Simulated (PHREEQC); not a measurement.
Make-up at 25 °C: 0.0041 mol/kgw HF, 0.0042 mol/kgw NH4F and 0.13 mol/kgw H2SO4. Closed to the air; pH follows from the charge balance.

Equilibrium calculation in PHREEQC: ion-association model, phreeqc.dat.

This is a speciation only: nothing precipitates in the calculation.

**Question.** Estimate the pH, ionic strength, specific conductance.

**Answer.** pH 0.92; ionic strength 0.175 mol/kgw; specific conductance 48300 µS/cm.

**Question.** In which forms is N present?

**Answer.** NH4+ 92 %, NH4SO4- 7.6 % of the N.

Complexes and solids missing from the database can't appear.
